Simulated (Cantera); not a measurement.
Input (Python, Cantera) and output of one run.

```python
import numpy as np
import cantera as ct

gas_names = """
    CL CL2 H HCL H2 Si SiCL SiCL2 SiCL3 SiCL4 SiH SiHCL3 SiH2 SiH2CL2 SiH3 SiH3CL SiH4 Si2 Si3
""".split()
cond_names = """
    Si(cr) Si(L)
""".split()


def load(file, names, dense=False):
    # The tables refer to 1 bar. Condensed volumes are neglected.
    table = {s.name: s for s in ct.Species.list_from_file(file)}
    out = []
    for n in names:
        d = dict(table[n].input_data)
        d["thermo"] = dict(d["thermo"], **{"reference-pressure": 1e5})
        if dense:
            d["equation-of-state"] = {"model": "constant-volume", "density": "1e6 g/cm^3"}
        out.append(ct.Species.from_dict(d))
    return out


gas = ct.Solution(thermo="ideal-gas", species=load("nasa_gas.yaml", gas_names))
cond = {s.name: ct.Solution(thermo="fixed-stoichiometry", species=[s], name=s.name)
        for s in load("nasa_condensed.yaml", cond_names, dense=True)}
atoms = {
    'Si': {'Si': 1},
    'Cl2': {'CL': 2},
    'H2': {'H': 2},
}
top_T = {}  # K; cautious upper limits of use, not melting points


def equilibrate(T, P, feed):
    n = {}
    for name, mol in feed.items():
        for a, k in atoms[name].items():
            n[a] = n.get(a, 0.0) + k * mol
    gas.TPX = T, P, n
    mass = sum(n.values()) * gas.mean_molecular_weight
    gas.equilibrate("TP")
    valid = [c for c in cond.values() if c.min_temp <= T <= top_T.get(c.name, c.max_temp)]
    mix = ct.Mixture([(gas, mass / gas.mean_molecular_weight)] + [(c, 0.0) for c in valid])
    mix.T, mix.P = T, P
    mix.equilibrate("TP", solver="vcs", rtol=1e-11, max_steps=5000)
    return mix


results = []
feed = {'Si': 1, 'Cl2': 1.3, 'H2': 0.31}  # mol
T = 773  # K
for P in [10000, 31000, 98000, 310000, 960000, 3000000]:
    mix = equilibrate(T, P, feed)
    results.append((T, P, feed, dict(zip(mix.species_names, mix.species_moles))))

top = {s: max(r[3][s] / sum(r[3][g] for g in gas_names) for r in results) for s in gas_names}
cols = sorted((s for s in top if top[s] > 1e-06), key=lambda s: -top[s])[:8]
seen = [c for c in cond_names if any(r[3].get(c, 0) > 1e-12 for r in results)]
print("log10 of partial pressures in bar; condensed amounts in mol")
print(f"{'P/Pa':>10s}" + "".join(f"{s[:9]:>10s}" for s in cols + seen))
for T, P, feed, n in results:
    ng = sum(n[g] for g in gas_names)
    print(f"{P:10.4g}" + "".join(f"{np.log10(max(n[s] / ng * P / 1e5, 1e-99)):10.3f}" for s in cols)
          + "".join(f"{n.get(c, 0):10.4g}" for c in seen))
```

Output:

```
log10 of partial pressures in bar; condensed amounts in mol
      P/Pa     SiCL4        H2    SiHCL3   SiH2CL2       HCL     SiCL3    SiH3CL     SiCL2    Si(cr)
     1e+04    -1.200    -1.539    -2.115    -4.144    -3.825    -4.750    -6.818    -6.139    0.3319
   3.1e+04    -0.717    -1.062    -1.514    -3.426    -3.466    -4.388    -5.982    -5.897    0.3265
   9.8e+04    -0.228    -0.581    -0.907    -2.701    -3.103    -4.021    -5.139    -5.653    0.3198
   3.1e+05     0.257    -0.106    -0.305    -1.983    -2.744    -3.657    -4.305    -5.410    0.3118
   9.6e+05     0.731     0.353     0.280    -1.287    -2.396    -3.302    -3.498    -5.173    0.3024
     3e+06     1.205     0.807     0.862    -0.596    -2.051    -2.946    -2.698    -4.936    0.2915
```

Method: chemical equilibrium by Gibbs-energy minimisation in Cantera with the NASA 1993 tables (ideal gas, pure condensed phases). The tables' values for SiCl3 are old estimates; treat these amounts as uncertain.
